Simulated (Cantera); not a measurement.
## Nitride etching: BN + O2

A closed system holds: 1 mol BN, a varied amount of O2, at 975 °C and 1.00 bar.

Method: chemical equilibrium by Gibbs-energy minimisation in Cantera with the NASA 1993 tables (ideal gas, pure condensed phases). Candidate condensed phases: B, BN, B2O3; 17 gas species. Mutual solubility and eutectic melting of coexisting phases are not modelled. The numbers say what is thermodynamically allowed, not how fast it happens.

```
n(O2) (mol)    x N2    x O2      x NO    x NO2      x O  n BN(s)  n B2O3(l)
-----------  ------  ------  --------  -------  -------  -------  ---------
0.12           1.00  <1e-12    <1e-12   <1e-12   <1e-12    0.840     0.0800
0.18           1.00  <1e-12    <1e-12   <1e-12   <1e-12    0.760      0.120
0.28           1.00  <1e-12    <1e-12   <1e-12   <1e-12    0.627      0.187
0.43           1.00  <1e-12    <1e-12   <1e-12   <1e-12    0.427      0.287
0.66           1.00  <1e-12    <1e-12   <1e-12   <1e-12    0.120      0.440
1             0.667   0.333  0.000323  5.52e-6  3.85e-8        0      0.500
1.6           0.370   0.629  0.000331  7.77e-6  5.30e-8        0      0.500
2.4           0.232   0.767  0.000289  7.50e-6  5.85e-8        0      0.500
3.7           0.145   0.855  0.000241  6.60e-6  6.17e-8        0      0.500
5.7          0.0916   0.908  0.000198  5.58e-6  6.36e-8        0      0.500
8.8          0.0584   0.941  0.000161  4.61e-6  6.48e-8        0      0.500
```
x: gas mole fraction; n: condensed amount in mol.

From 0.12 mol O2 to 0.66 mol O2 the condensed part is BN(s) + B2O3(l). From 1 mol O2 to 8.8 mol O2 the condensed part is B2O3(l). The main B-bearing gas is B2O3 throughout.
